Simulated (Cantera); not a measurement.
Feed: 1 mol Si₂Cl₆, 0.19 mol HCl, 300 mol N₂, at 1273.15 K.

Method: chemical equilibrium by Gibbs-energy minimisation in Cantera with the NASA 1993 tables (ideal gas, pure condensed phases). Candidate condensed phases: NH₄Cl, Si, Si₃N₄; 28 gas species. The feed counts by its element totals alone. N₂ is the only nitrogen source here; it is nearly inert below about 1500 K, so the nitride shown seldom forms there in practice. Equilibrium is a limit: real reactors are often held back by kinetics, nucleation or transport.

Q: What share of the Si ends up in condensed phases as a function of P (Pa), at 100, 350, 1300, 4500, 16000, 56000, 200000?

A: 
```
P (Pa)  Si condensed (%)        as
------  ----------------  --------
100                  0.0         -
350                  7.8  Si₃N₄(s)
1300                17.5  Si₃N₄(s)
4500                21.6  Si₃N₄(s)
16000               23.4  Si₃N₄(s)
56000               24.2  Si₃N₄(s)
200000              24.6  Si₃N₄(s)
```
